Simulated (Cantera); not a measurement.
A closed system holds: 1 mol AlN, 0.012 mol Cl2, 0.021 mol O2, equilibrated at 0.370 bar.

Equilibrium computed with Cantera from the NASA thermochemical tables; the gas is ideal and each condensed phase is pure. Candidate condensed phases: Al, AlCl3, AlN, Al2O3; 24 gas species. Mutual solubility and eutectic melting of coexisting phases are not modelled. The tables' values for AlCl2 are old estimates; treat these amounts as uncertain. Equilibrium is a limit: real reactors are often held back by kinetics, nucleation or transport. All values below are at 1425 K.

Base state: N2 0.692, AlCl3 0.306, AlCl2 0.00188, AlCl 0.000121, Al2Cl6 6.21e-5 (mole fractions); condensed: AlN(s) + Al2O3(s).

### Question
What changes in the equilibrium state with this change: AlN replaced by Al2O3?

### Answer
| species | before | after |
|---|---|---|
| O2 | <1e-9 | 0.626 |
| Cl2 | 1.58e-9 | 0.341 |
| Cl | 2.24e-6 | 0.0330 |
| N2 | 0.692 | 0 |
| AlCl3 | 0.306 | 5.32e-5 |
| AlCl2 | 0.00188 | <1e-9 |
| ClO | <1e-9 | 0.000431 |
| AlN(s), mol | 0.964 | 0 |
| Al2O3(s), mol | 0.0140 | 1.000 |
